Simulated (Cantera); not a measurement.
Input: 1 mol CHF₃, 2.8 mol F₂, 0.68 mol H₂, held at 10.0 mbar.

Equilibrium computed with Cantera from the NASA thermochemical tables; the gas is ideal and each condensed phase is pure. Candidate condensed phases: C, C₆H₆, C₇H₈, C₈H₁₈; 95 gas species. Condensed phases not in the tables: fluorocarbon polymer. Gases not in the tables: C₂F₆ and larger saturated fluorocarbons. Rates play no part.

log p: log10 of the partial pressure in bar; n: condensed amount in mol.

| T (K) | log p F | log p HF | log p F₂ | log p CF₄ | log p CF₂ | log p CF | log p C₃ | n C(graphite) |
|---|---|---|---|---|---|---|---|---|
| 648 | -4.63 | -2.28 | -2.60 | -2.65 | <-14 | <-14 | <-14 | 0 |
| 848 | -3.12 | -2.30 | -2.69 | -2.67 | <-14 | <-14 | <-14 | 0 |
| 1048 | -2.48 | -2.36 | -3.35 | -2.73 | <-14 | <-14 | <-14 | 0 |
| 1248 | -2.40 | -2.37 | -4.51 | -2.75 | <-14 | <-14 | <-14 | 0 |
| 1448 | -2.40 | -2.38 | [?] | -2.75 | <-14 | <-14 | <-14 | 0 |
| 1648 | -2.40 | -2.38 | -6.19 | -2.75 | -10.88 | <-14 | <-14 | 0 |
| 1848 | -2.40 | -2.38 | [?] | -2.75 | [?] | [?] | <-14 | 0 |
| 2048 | -2.40 | -2.38 | -7.23 | -2.75 | -5.25 | -8.80 | <-14 | 0 |
| 2248 | -2.35 | -2.41 | -7.52 | -2.91 | -3.43 | -5.85 | -13.12 | 0 |
| 2448 | -2.26 | -2.50 | -7.66 | -3.95 | -2.93 | -4.45 | -8.54 | 0 |
| 2648 | -2.25 | -2.52 | -7.91 | -5.42 | -2.98 | -3.66 | -5.71 | 0 |
| 2848 | -2.22 | -2.55 | -8.08 | -6.95 | -3.31 | -3.30 | -4.25 | 0.0151 |

Task: What belongs in the gaps?

Result: 
- 1848, log p F₂: -6.77
- 1848, log p CF₂: -7.75
- 1848, log p CF: -12.75
- 1448, log p F₂: -5.46
